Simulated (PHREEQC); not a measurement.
Consider water at 25 °C with 0.0071 mol (NH4)2SiF6 per kg of water. Closed to the air; pH follows from the charge balance.

Model: ion-association model, phreeqc.dat, run in PHREEQC.

```
quantity                   before    after
------------------------  -------  -------
pH                           3.18     3.19
ionic strength (mol/kgw)   0.0214   0.0213
F- (mol/kgw)              0.00193  0.00218
HF (mol/kgw)              0.00164  0.00219
HF2- (mol/kgw)            1.22e-5  1.96e-5
```

Question: Which change was made?
(A) (NH4)2SiF6 replaced by HBF4 at the same molality
(B) temperature from 25 to 35 °C
(C) (NH4)2SiF6 from 0.0071 to 0.00781 mol/kgw
(D) temperature from 25 to 60 °C
(E) temperature from 25 to 90 °C

Answer: B, temperature from 25 to 35 °C

No solid was allowed to form. Some of these states are supersaturated (in Quartz (slow to form), Chalcedony (slow to form), for instance). SiF6-2 is the database's only silicon fluoride.
